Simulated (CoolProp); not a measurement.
Vapour-liquid equilibrium of R143a (1) + dimethyl ether (2) at 0.187 MPa; x and y are mole fractions of (1).

Computed with CoolProp (multi-fluid Helmholtz-energy mixture model, Lemmon and Jacobsen 2000 and Wu 2011; pair parameters Bell 2016).

```json
[
 {"x": "0.05", "bubble temperature, mixture model (K)": "261.2", "bubble temperature, Raoult's law (K)": "261.6", "y, mixture model": "0.123", "y, Raoult's law": "0.114"},
 {"x": "0.125", "bubble temperature, mixture model (K)": "258.3", "bubble temperature, Raoult's law (K)": "259.1", "y, mixture model": "0.274", "y, Raoult's law": "0.261"},
 {"x": "0.2", "bubble temperature, mixture model (K)": "255.7", "bubble temperature, Raoult's law (K)": "256.8", "y, mixture model": "0.394", "y, Raoult's law": "0.384"},
 {"x": "0.275", "bubble temperature, mixture model (K)": "253.5", "bubble temperature, Raoult's law (K)": "254.6", "y, mixture model": "0.494", "y, Raoult's law": "0.489"},
 {"x": "0.35", "bubble temperature, mixture model (K)": "251.5", "bubble temperature, Raoult's law (K)": "252.6", "y, mixture model": "0.577", "y, Raoult's law": "0.578"},
 {"x": "0.425", "bubble temperature, mixture model (K)": "249.7", "bubble temperature, Raoult's law (K)": "250.7", "y, mixture model": "0.648", "y, Raoult's law": "0.655"},
 {"x": "0.5", "bubble temperature, mixture model (K)": "248.0", "bubble temperature, Raoult's law (K)": "249.0", "y, mixture model": "0.710", "y, Raoult's law": "0.722"},
 {"x": "0.575", "bubble temperature, mixture model (K)": "246.5", "bubble temperature, Raoult's law (K)": "247.4", "y, mixture model": "0.764", "y, Raoult's law": "0.780"},
 {"x": "0.65", "bubble temperature, mixture model (K)": "245.2", "bubble temperature, Raoult's law (K)": "245.8", "y, mixture model": "0.814", "y, Raoult's law": "0.830"},
 {"x": "0.725", "bubble temperature, mixture model (K)": "243.9", "bubble temperature, Raoult's law (K)": "244.4", "y, mixture model": "0.858", "y, Raoult's law": "0.875"},
 {"x": "0.8", "bubble temperature, mixture model (K)": "242.7", "bubble temperature, Raoult's law (K)": "243.0", "y, mixture model": "0.900", "y, Raoult's law": "0.915"},
 {"x": "0.875", "bubble temperature, mixture model (K)": "241.5", "bubble temperature, Raoult's law (K)": "241.7", "y, mixture model": "0.939", "y, Raoult's law": "0.950"},
 {"x": "0.95", "bubble temperature, mixture model (K)": "240.4", "bubble temperature, Raoult's law (K)": "240.5", "y, mixture model": "0.976", "y, Raoult's law": "0.981"}
]
```

The largest gap from Raoult's law is -1.1 K in bubble temperature, at x = 0.35. No azeotrope shows between x = 0.05 and 0.95.

The pair parameters rest on a limited set of measurements; away from them the model extrapolates.
